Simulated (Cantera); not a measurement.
Charge: 1 mol FeCl₃, 42 mol N₂, at 11.0 mbar.

Equilibrium computed with Cantera from the NASA thermochemical tables; the gas is ideal and each condensed phase is pure. Candidate condensed phases: Fe, FeCl₂, FeCl₃; 10 gas species. Kinetics and transport are ignored.

Task: At 927 °C, list the 5 most abundant gas species with their mole fractions, and the condensed phases.

Result: N₂ 0.966, FeCl₂ 0.0181, Cl₂ 0.00714, FeCl₃ 0.00492, Cl 0.00381. Condensed: gas only.
